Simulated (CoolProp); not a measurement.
Vapour-liquid equilibrium of R1234yf (1) + R152A (2) at 113 kPa; x and y are mole fractions of (1).

Values from CoolProp's multi-fluid Helmholtz-energy mixture model, Lemmon 2022 and Outcalt 1996; pair parameters Bell 2023.

| x | bubble temperature (K) | y at the bubble point | dew temperature at overall composition x (K) | liquid density (mol/L) |
|---|---|---|---|---|
| 0.05 | 250.8 | 0.082 | 251.1 | 14.95 |
| 0.2 | [?] | 0.273 | 249.6 | 14.15 |
| 0.35 | [?] | 0.419 | 248.3 | 13.43 |
| 0.5 | 247.0 | 0.548 | [?] | 12.78 |
| 0.65 | 246.5 | [?] | 246.6 | [?] |
| 0.8 | 246.3 | 0.807 | 246.3 | 11.65 |
| 0.95 | 246.2 | 0.950 | 246.2 | 11.17 |

### Question
What belongs in the gaps?

### Answer

- 0.2, bubble temperature (K): 248.9
- 0.35, bubble temperature (K): 247.7
- 0.5, dew temperature at overall composition x (K): 247.2
- 0.65, y at the bubble point: 0.675
- 0.65, liquid density (mol/L): 12.19

No azeotrope shows between x = 0.05 and 0.95.

Pair parameters are fitted to limited data, so mixtures are less certain than the pure fluids.
